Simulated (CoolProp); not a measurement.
Vapour pressure (MPa) of carbon dioxide: the reference equation beside estimates from Tc = 31.0 °C, pc = 7.377 MPa, ω = 0.224.

Computed with CoolProp (reference Helmholtz-energy equation of state, Span 1996).

```
T (°C)  reference  Lee-Kesler  Soave-Redlich-Kwong
------  ---------  ----------  -------------------
-39.25      1.033       1.032                1.035
-36.05      1.159       1.158                1.162
-32.85      1.296       1.295                1.300
-29.65      1.445       1.443                1.450
-26.45      1.606       1.603                1.612
-23.25      1.779       1.775                1.788
-20.15      1.961       1.955                1.971
-16.95      2.161       2.155                2.174
-13.75      2.377       2.368                2.393
-10.55      2.607       2.598                2.626
-7.35       2.854       2.843                2.876
-4.15       3.118       3.105                3.143
-0.95       3.398       3.384                3.428
```

Absolute difference from the reference over all 13 rows, mean and median: Lee-Kesler 0.3 and 0.3 %, Soave-Redlich-Kwong 0.5 and 0.5 %.
